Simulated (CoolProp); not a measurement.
Saturation properties of c-C4F8 (RC318) (Tc = 388.4 K, pc = 2.778 MPa, ω = 0.355).

The numbers come from the reference Helmholtz-energy equation of state, Platzer 1990 in CoolProp. This equation is an older, rougher fit; its heat capacities, sound speeds and derivatives of the liquid may be far off and weren't checked against measurements.

```
T (K)  p (MPa)  liquid density (kg/m³)  enthalpy of vaporisation (kJ/kg)  vapour Z  surface tension (mN/m)
-----  -------  ----------------------  --------------------------------  --------  ----------------------
258.9  0.07099                    1644                             119.7    0.9665                       ?
272.4   0.1252                    1596                             114.8         ?                    11.2
285.9   0.2072                    1546                             109.5    0.9256                    9.59
299.4   0.3252                    1493                             103.7    0.8964                    8.04
312.9   0.4883                    1436                             97.23    0.8603                       ?
326.4   0.7062                    1374                             90.00    0.8165                       ?
339.9   0.9897                       ?                                 ?         ?                    3.76
353.4    1.351                    1223                             71.74    0.6980                    2.50
366.9    1.805                    1121                             59.09    0.6140                    1.36
380.4    2.372                       ?                             39.86    0.4897                   0.394
```

**Question.** Fill in the missing entries.

**Answer.** 
- 258.9, surface tension (mN/m): 12.8
- 272.4, vapour Z: 0.9488
- 312.9, surface tension (mN/m): 6.54
- 326.4, surface tension (mN/m): 5.11
- 339.9, liquid density (kg/m³): 1304
- 339.9, enthalpy of vaporisation (kJ/kg): 81.67
- 339.9, vapour Z: 0.7634
- 380.4, liquid density (kg/m³): 964.5

It boils at 267.2 K under 1 atm.

Surface tension comes from a separate correlation (Mulero 2012).
